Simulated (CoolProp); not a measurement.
Properties of dimethyl carbonate along the isotherm 326.85 °C (Tc = 283.9 °C, pc = 4909 kPa, ω = 0.346).

The numbers come from the reference Helmholtz-energy equation of state, Zhou 2011 in CoolProp.

```
p (kPa)          phase  density (kg/m³)  Joule-Thomson coefficient (K/MPa)  isothermal compressibility (1/MPa)  expansivity (1/kK)  fugacity coefficient
-------  -------------  ---------------  ---------------------------------  ----------------------------------  ------------------  --------------------
1530               gas            30.29                              6.130                              0.7199               2.262                0.9175
3070               gas            68.22                              7.146                              0.4111               3.323                     …
4600               gas            119.2                              8.509                              0.3363               5.542                0.7602
6140     supercritical            198.5                              9.429                                   …               10.88                0.6836
7670     supercritical            323.9                              7.471                              0.2808               17.88                0.6105
9200     supercritical            436.6                              4.092                              0.1232               12.59                0.5471
10700    supercritical            498.8                              2.553                             0.06452               8.592                0.4983
12300    supercritical            541.1                              1.763                                   …               6.478                0.4582
13800    supercritical            569.8                              1.332                             0.02941               5.315                0.4288
15300    supercritical            592.3                              1.046                             0.02284               4.540                0.4052
16900    supercritical            612.0                             0.8304                             0.01834               3.956                0.3849
18400    supercritical            627.6                             0.6803                             0.01543               3.549                0.3693
19900    supercritical            641.2                             0.5634                             0.01329               3.232                     …
21500    supercritical            654.1                             0.4643                             0.01157               2.962                0.3449
23000    supercritical            664.9                             0.3887                             0.01032               2.755                0.3359
24500    supercritical            674.7                             0.3256                            0.009302               2.582                0.3283
```

Problem. Fill in the missing entries.

Solution. 
- 3070, fugacity coefficient: 0.8376
- 6140, isothermal compressibility (1/MPa): 0.3320
- 12300, isothermal compressibility (1/MPa): 0.04053
- 19900, fugacity coefficient: 0.3563
